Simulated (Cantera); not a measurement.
An isothermal, constant-pressure homogeneous reactor starts with 1.38 % H2, 39.4 % O2, 59.2 % N2, at 1198 K and 10.00 Torr.

Cantera simulation using the H2/O2 subset of GRI-Mech 3.0, which has no nitrogen chemistry; the numbers are that mechanism's predictions, not measurements. Radical loss at walls, strong at low pressure, is not modelled.

One state of this run: x H2 = 0.000147; x O2 = 0.384; x O = 0.00843; x H = 0.00128; x OH = 0.000911; x H2O = 0.0126. x: mole fraction; the columns are a selection and need not sum to one.

Which value of t (s) does it belong to?
(A) 0.0374
(B) 0.744
(C) 0.352
(D) 1.57

A, 0.0374
